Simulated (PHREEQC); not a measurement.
A solution holds 12 mmol/kgw TMAH, 2.5 mmol/kgw K2SiO3 and 0.44 mmol/kgw Na2CO3, at 56 °C. Closed to the air; pH follows from the charge balance.

Computed with PHREEQC (ion-association model, wateq4f.dat).

Question: The ionic strength comes out as 0.0185 mol/kgw. What activity coefficients do CO3-2, H3SiO4-, NaCO3-, HCO3-, Na+ get?

Answer: CO3-2 0.58, H3SiO4- 0.87, NaCO3- 0.87, HCO3- 0.87, Na+ 0.87.

Precipitation was switched off in this run. Species that the database lacks are ignored. (CH3)4N+ isn't in the database: it is added as a free cation with an ion size of 4 Å. Constants without temperature data keep their 25 °C values here.
